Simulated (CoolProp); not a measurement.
Methanol at several states: density (kg/m³) from the reference equation and from simpler models built on Tc = 240.2 °C, pc = 82.16 bar, ω = 0.565; each cubic takes its own stable root.

Model: reference Helmholtz-energy equation of state, de Reuck 1993, in CoolProp.

```tsv
T (°C)	p (bar)	phase	reference	van der Waals	Peng-Robinson
24.65	16.4	liquid	788.2	[?]	[?]
-35.45	42.8	liquid	846.3	[?]	[?]
148.15	30.5	liquid	[?]	35.77	549.0
```

Question: Some entries are withheld; supply them.

Answer: 
- 24.65, van der Waals: 386.4
- 24.65, Peng-Robinson: 682.8
- -35.45, van der Waals: 415.1
- -35.45, Peng-Robinson: 720.5
- 148.15, reference: 653.5

At some of these states van der Waals gives the other phase, because its saturation line lies elsewhere.
